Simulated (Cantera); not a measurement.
Input (Python, Cantera):

```python
import numpy as np
import cantera as ct

gas = ct.Solution("gri30.yaml")
gas.TPX = 1150, 31000, {'CH4': 1, 'H2': 0.19, 'O2': 1.16, 'N2': 4.38}
reactor = ct.IdealGasReactor(gas, energy="on", clone=False)
net = ct.ReactorNet([reactor])
net.rtol, net.atol = 1e-08, 1e-16
show = ['CH4', 'H2', 'O2', 'NO2', 'CH2O']
times = np.geomspace(6e-06, 6, 10)

steps = ct.SolutionArray(gas, extra=["t"])
rows = []
print(f"{'t/s':>10s}{'T/K':>9s}{'P/Pa':>11s}" + "".join(f"{s:>11s}" for s in show))
for t in times:
    while net.time < t:
        t_next = net.step()
        steps.append(gas.state, t=t_next)
    rows.append([np.interp(t, steps.t, y) for y in (steps.T, steps.P, *steps(*show).X.T)])
    print(f"{t:10.3e}{rows[-1][0]:9.1f}{rows[-1][1]:11.4g}" + "".join(f"{x:11.3e}" for x in rows[-1][2:]))
rate = np.gradient(steps.T, steps.t)
print("integrator steps:", len(steps.t))
if steps.T.max() > steps.T[0] + 200:
    print(f"time of steepest temperature rise: {steps.t[rate.argmax()]:.4e} s")
gas.TPX = 1150, 31000, {'CH4': 1, 'H2': 0.19, 'O2': 1.16, 'N2': 4.38}
gas.equilibrate("UV")
print(f"equilibrium (UV): T = {gas.T:.1f} K  " + "  ".join(f"{s} {gas[s].X[0]:.3e}" for s in show))
```

Output:

```
       t/s      T/K       P/Pa        CH4         H2         O2        NO2       CH2O
 6.000e-06   1150.0    3.1e+04  1.486e-01  2.823e-02  1.724e-01  7.584e-31  5.535e-13
 2.785e-05   1150.0    3.1e+04  1.486e-01  2.823e-02  1.724e-01  3.216e-28  1.434e-11
 1.293e-04   1150.0    3.1e+04  1.486e-01  2.823e-02  1.724e-01  6.589e-26  3.507e-10
 6.000e-04   1150.0    3.1e+04  1.486e-01  2.823e-02  1.724e-01  2.074e-23  1.020e-08
 2.785e-03   1150.0    3.1e+04  1.486e-01  2.823e-02  1.724e-01  4.159e-20  1.064e-06
 1.293e-02   1155.3  3.113e+04  1.478e-01  2.799e-02  1.719e-01  1.081e-15  1.553e-04
 6.000e-02   2599.1  7.965e+04  2.192e-12  1.289e-01  1.484e-04  1.111e-08  4.568e-09
 2.785e-01   2598.8  7.964e+04  2.198e-12  1.289e-01  1.481e-04  1.175e-08  4.569e-09
 1.293e+00   2598.8  7.964e+04  2.198e-12  1.289e-01  1.481e-04  1.175e-08  4.569e-09
 6.000e+00   2598.8  7.964e+04  2.198e-12  1.289e-01  1.481e-04  1.175e-08  4.569e-09
integrator steps: 2268
time of steepest temperature rise: 5.0003e-02 s
equilibrium (UV): T = 2598.8 K  CH4 2.493e-12  H2 1.289e-01  O2 1.481e-04  NO2 1.175e-08  CH2O 4.569e-09
```

Detailed kinetics in Cantera: GRI-Mech 3.0 (53 species, 325 reactions).
